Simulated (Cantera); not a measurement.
Input (Python, Cantera) and output of one run.

```python
import numpy as np
import cantera as ct

gas_names = """
    C CO CO2 C2 C2O C3 C3O2 C4 C5 O O2 O3 Ta TaO TaO2
""".split()
cond_names = """
    C(gr) Ta(cr) Ta(L) TaC(s) TaC(L) Ta2O5(s) Ta2O5(L)
""".split()


# ... load() reads the species with a 1 bar reference pressure and builds the phases ...
atoms = {
    'Ta2O5': {'Ta': 2, 'O': 5},
    'C': {'C': 1},
    'CO': {'C': 1, 'O': 1},
}
top_T = {'C(gr)': 4500}  # K; cautious upper limits of use, not melting points


# ... equilibrate(T, P, feed) seeds the gas with the atoms and calls Mixture.equilibrate('TP', solver="vcs", rtol=1e-11, max_steps=5000) ...
results = []
feed = {'Ta2O5': 1, 'C': 0.55, 'CO': 0.022}  # mol
for P in [10, 52, 270, 1400, 7200, 37000, 190000, 1000000]:
    for T in [823, 923, 1023, 1123, 1223, 1323, 1423, 1523, 1623, 1723, 1823, 1923]:
        mix = equilibrate(T, P, feed)
        results.append((T, P, feed, dict(zip(mix.species_names, mix.species_moles))))

for T, P, feed, n in results:
    print(f"{T:7g} {P:10.4g}  " + (" + ".join(c for c in cond_names if n.get(c, 0) > 1e-12) or "gas only"))
```

It prints:

```
    823         10  C(gr) + Ta2O5(s)
    923         10  C(gr) + Ta2O5(s)
   1023         10  TaC(s) + Ta2O5(s)
   1123         10  TaC(s) + Ta2O5(s)
   1223         10  TaC(s) + Ta2O5(s)
   1323         10  TaC(s) + Ta2O5(s)
   1423         10  TaC(s) + Ta2O5(s)
   1523         10  TaC(s) + Ta2O5(s)
   1623         10  TaC(s) + Ta2O5(s)
   1723         10  TaC(s) + Ta2O5(s)
   1823         10  Ta(cr) + Ta2O5(s)
   1923         10  Ta(cr) + Ta2O5(s)
    823         52  C(gr) + Ta2O5(s)
    923         52  C(gr) + Ta2O5(s)
   1023         52  TaC(s) + Ta2O5(s)
   1123         52  TaC(s) + Ta2O5(s)
   1223         52  TaC(s) + Ta2O5(s)
   1323         52  TaC(s) + Ta2O5(s)
   1423         52  TaC(s) + Ta2O5(s)
   1523         52  TaC(s) + Ta2O5(s)
   1623         52  TaC(s) + Ta2O5(s)
   1723         52  TaC(s) + Ta2O5(s)
   1823         52  TaC(s) + Ta2O5(s)
   1923         52  Ta(cr) + Ta2O5(s)
    823        270  C(gr) + Ta2O5(s)
    923        270  C(gr) + Ta2O5(s)
   1023        270  C(gr) + Ta2O5(s)
   1123        270  TaC(s) + Ta2O5(s)
   1223        270  TaC(s) + Ta2O5(s)
   1323        270  TaC(s) + Ta2O5(s)
   1423        270  TaC(s) + Ta2O5(s)
   1523        270  TaC(s) + Ta2O5(s)
   1623        270  TaC(s) + Ta2O5(s)
   1723        270  TaC(s) + Ta2O5(s)
   1823        270  TaC(s) + Ta2O5(s)
   1923        270  TaC(s) + Ta2O5(s)
    823       1400  C(gr) + Ta2O5(s)
    923       1400  C(gr) + Ta2O5(s)
   1023       1400  C(gr) + Ta2O5(s)
   1123       1400  C(gr) + Ta2O5(s)
   1223       1400  TaC(s) + Ta2O5(s)
   1323       1400  TaC(s) + Ta2O5(s)
   1423       1400  TaC(s) + Ta2O5(s)
   1523       1400  TaC(s) + Ta2O5(s)
   1623       1400  TaC(s) + Ta2O5(s)
   1723       1400  TaC(s) + Ta2O5(s)
   1823       1400  TaC(s) + Ta2O5(s)
   1923       1400  TaC(s) + Ta2O5(s)
    823       7200  C(gr) + Ta2O5(s)
    923       7200  C(gr) + Ta2O5(s)
   1023       7200  C(gr) + Ta2O5(s)
   1123       7200  C(gr) + Ta2O5(s)
   1223       7200  TaC(s) + Ta2O5(s)
   1323       7200  TaC(s) + Ta2O5(s)
   1423       7200  TaC(s) + Ta2O5(s)
   1523       7200  TaC(s) + Ta2O5(s)
   1623       7200  TaC(s) + Ta2O5(s)
   1723       7200  TaC(s) + Ta2O5(s)
   1823       7200  TaC(s) + Ta2O5(s)
   1923       7200  TaC(s) + Ta2O5(s)
    823    3.7e+04  C(gr) + Ta2O5(s)
    923    3.7e+04  C(gr) + Ta2O5(s)
   1023    3.7e+04  C(gr) + Ta2O5(s)
   1123    3.7e+04  C(gr) + Ta2O5(s)
   1223    3.7e+04  C(gr) + Ta2O5(s)
   1323    3.7e+04  TaC(s) + Ta2O5(s)
   1423    3.7e+04  TaC(s) + Ta2O5(s)
   1523    3.7e+04  TaC(s) + Ta2O5(s)
   1623    3.7e+04  TaC(s) + Ta2O5(s)
   1723    3.7e+04  TaC(s) + Ta2O5(s)
   1823    3.7e+04  TaC(s) + Ta2O5(s)
   1923    3.7e+04  TaC(s) + Ta2O5(s)
    823    1.9e+05  C(gr) + Ta2O5(s)
    923    1.9e+05  C(gr) + Ta2O5(s)
   1023    1.9e+05  C(gr) + Ta2O5(s)
   1123    1.9e+05  C(gr) + Ta2O5(s)
   1223    1.9e+05  C(gr) + Ta2O5(s)
   1323    1.9e+05  C(gr) + Ta2O5(s)
   1423    1.9e+05  C(gr) + Ta2O5(s)
   1523    1.9e+05  TaC(s) + Ta2O5(s)
   1623    1.9e+05  TaC(s) + Ta2O5(s)
   1723    1.9e+05  TaC(s) + Ta2O5(s)
   1823    1.9e+05  TaC(s) + Ta2O5(s)
   1923    1.9e+05  TaC(s) + Ta2O5(s)
    823      1e+06  C(gr) + Ta2O5(s)
    923      1e+06  C(gr) + Ta2O5(s)
   1023      1e+06  C(gr) + Ta2O5(s)
   1123      1e+06  C(gr) + Ta2O5(s)
   1223      1e+06  C(gr) + Ta2O5(s)
   1323      1e+06  C(gr) + Ta2O5(s)
   1423      1e+06  C(gr) + Ta2O5(s)
   1523      1e+06  C(gr) + Ta2O5(s)
   1623      1e+06  TaC(s) + Ta2O5(s)
   1723      1e+06  TaC(s) + Ta2O5(s)
   1823      1e+06  TaC(s) + Ta2O5(s)
   1923      1e+06  TaC(s) + Ta2O5(s)
```

Method: chemical equilibrium by Gibbs-energy minimisation in Cantera with the NASA 1993 tables (ideal gas, pure condensed phases). Mutual solubility and eutectic melting of coexisting phases are not modelled. TaC: taken at fixed stoichiometry. Condensed phases not in the tables: Ta2C, N, O or C dissolved in the metal.
